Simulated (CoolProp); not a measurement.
CHF3 (R23) along the isobar 2.41 MPa: fugacity coefficient from the reference equation and from simpler models built on Tc = 26.1 °C, pc = 4.832 MPa, ω = 0.263; each cubic takes its own stable root.

The numbers come from the reference Helmholtz-energy equation of state, Penoncello 2003 in CoolProp.

```
T (°C)    phase  reference  van der Waals  Peng-Robinson
-------  ------  ---------  -------------  -------------
-132.05  liquid  0.0007347        0.04180      0.0007564
-94.95   liquid    0.01964         0.1712        0.01982
-57.85   liquid     0.1385         0.4198         0.1405
-20.75   liquid     0.4754         0.7648         0.4833
16.35       gas     0.8026         0.8403         0.7991
53.45       gas     0.8708         0.8817         0.8635
90.55       gas     0.9119         0.9100         0.9053
127.65      gas     0.9388         0.9303         0.9337
164.75      gas     0.9573         0.9452         0.9536
201.85      gas     0.9703         0.9565         0.9679
```
